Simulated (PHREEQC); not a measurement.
A solution holds 0.0051 mol/kgw H2SO4, 0.086 mol/kgw FeSO4 and 0.015 mol/kgw Na2SO4, at 25 °C. Closed to the air; pH follows from the charge balance.

All values are PHREEQC results (ion-association model, phreeqc.dat), not measurements.

```json
[
 {"quantity": "pH", "before": "2.56", "after": "2.40"},
 {"quantity": "ionic strength (mol/kgw)", "before": "0.227", "after": "0.226"},
 {"quantity": "SO4-2 (mol/kgw)", "before": "0.0578", "after": "0.0571"},
 {"quantity": "HSO4- (mol/kgw)", "before": "0.00576", "after": "0.00824"}
]
```

Task: What was changed between the two runs?
A. FeSO4 left out
B. Na2SO4 from 0.015 to 0.03 mol/kgw
C. diluted 2-fold with water
D. 0.0046 mol/kgw H3PO4 added
E. H2SO4 from 0.0051 to 0.0255 mol/kgw

Result: D, 0.0046 mol/kgw H3PO4 added

No solid was allowed to form.
